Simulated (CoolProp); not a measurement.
Computed with CoolProp (reference Helmholtz-energy equation of state, McLinden 2015).

Question: Give the vapour pressure (kPa), liquid density (kg/m³), enthalpy of vaporisation (kJ/kg), liquid cp (kJ/(kg K)) of saturated the fluoroketone C6F12O (FK-5-1-12) at 242.8 K.

Answer: 
```json
[
 {"T (K)": "242.8", "p (kPa)": "1.95", "liquid density (kg/m³)": "1760", "enthalpy of vaporisation (kJ/kg)": "110", "liquid cp (kJ/(kg K))": "1.09"}
]
```
